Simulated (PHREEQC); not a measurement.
1 kg of water holding 0.011 mol CaCl2, 0.26 mol NaCl and 0.012 mol KCl is evaporated at 75 °C; the solids stay in contact with the brine. CO2 from the air is kept out. Solids allowed: Halite, Portlandite, Sylvite. Others were left out.

Model: Pitzer model, pitzer.dat, run in PHREEQC.

Task: Predict ionic strength at water left (kg) = 0.1156, 0.00903.

Result: 
```tsv
water left (kg)	ionic strength
0.1156	2.64
0.00903	9.04
```

Species that the database lacks are ignored. Away from 25 °C the constants follow the database's enthalpies or fits; those with neither stay at their 25 °C values.
